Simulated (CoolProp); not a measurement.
Fluorine along the isotherm 164 K: density (kg/m³) from the reference equation and from simpler models built on Tc = 144.4 K, pc = 5240 kPa, ω = 0.045; each cubic takes its own stable root.

The numbers come from the reference Helmholtz-energy equation of state, de Reuck 1990 in CoolProp.

| p (kPa) | phase | reference |
|---|---|---|
| 41.4 | gas | 1.156 |
| 60.8 | gas | 1.699 |
| 89.2 | gas | 2.495 |
| 131 | gas | 3.670 |
| 192 | gas | 5.393 |
| 282 | gas | 7.952 |
| 414 | gas | 11.74 |
| 608 | gas | 17.39 |
| 892 | gas | 25.85 |
| 1310 | gas | 38.73 |
| 1920 | gas | 58.55 |
| 2820 | gas | 90.39 |
| 4140 | gas | 144.3 |
| 6080 | supercritical | 247.1 |
| 8920 | supercritical | 491.3 |
| 13100 | supercritical | 787.7 |

Q: How far does each simpler model (van der Waals, Redlich-Kwong, Soave-Redlich-Kwong) lie from the reference over these 16 states: mean and median of the absolute difference, and the worst?

A: 
- van der Waals: mean 1.3 %, median 0.0 %, worst -13.1 % at 164 K and 13100 kPa
- Redlich-Kwong: mean 0.7 %, median 0.2 %, worst -6.1 % at 164 K and 13100 kPa
- Soave-Redlich-Kwong: mean 0.9 %, median 0.2 %, worst -7.6 % at 164 K and 13100 kPa
